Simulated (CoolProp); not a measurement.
n-perfluorohexane along the isotherm 450 K: fugacity coefficient from the reference equation and from simpler models built on Tc = 448.0 K, pc = 1.742 MPa, ω = 0.497; each cubic takes its own stable root.

Values from CoolProp's reference Helmholtz-energy equation of state, Gao 2022.

```json
[
 {"p (MPa)": "0.0275", "phase": "gas", "reference": "0.9946", "Redlich-Kwong": "0.9947", "Soave-Redlich-Kwong": "0.9947", "Peng-Robinson": "0.9941"},
 {"p (MPa)": "0.049", "phase": "gas", "reference": "0.9903", "Redlich-Kwong": "0.9905", "Soave-Redlich-Kwong": "0.9906", "Peng-Robinson": "0.9895"},
 {"p (MPa)": "0.0871", "phase": "gas", "reference": "0.9828", "Redlich-Kwong": "0.9832", "Soave-Redlich-Kwong": "0.9833", "Peng-Robinson": "0.9814"},
 {"p (MPa)": "0.155", "phase": "gas", "reference": "0.9695", "Redlich-Kwong": "0.9702", "Soave-Redlich-Kwong": "0.9703", "Peng-Robinson": "0.9670"},
 {"p (MPa)": "0.275", "phase": "gas", "reference": "0.9460", "Redlich-Kwong": "0.9474", "Soave-Redlich-Kwong": "0.9476", "Peng-Robinson": "0.9419"},
 {"p (MPa)": "0.49", "phase": "gas", "reference": "0.9042", "Redlich-Kwong": "0.9069", "Soave-Redlich-Kwong": "0.9073", "Peng-Robinson": "0.8977"},
 {"p (MPa)": "0.871", "phase": "gas", "reference": "0.8310", "Redlich-Kwong": "0.8362", "Soave-Redlich-Kwong": "0.8369", "Peng-Robinson": "0.8215"},
 {"p (MPa)": "1.55", "phase": "gas", "reference": "0.6990", "Redlich-Kwong": "0.7100", "Soave-Redlich-Kwong": "0.7114", "Peng-Robinson": "0.6892"},
 {"p (MPa)": "2.75", "phase": "supercritical", "reference": "0.4625", "Redlich-Kwong": "0.4841", "Soave-Redlich-Kwong": "0.4869", "Peng-Robinson": "0.4647"},
 {"p (MPa)": "4.9", "phase": "supercritical", "reference": "0.3089", "Redlich-Kwong": "0.3361", "Soave-Redlich-Kwong": "0.3383", "Peng-Robinson": "0.3161"},
 {"p (MPa)": "8.71", "phase": "supercritical", "reference": "0.2303", "Redlich-Kwong": "0.2622", "Soave-Redlich-Kwong": "0.2641", "Peng-Robinson": "0.2387"}
]
```
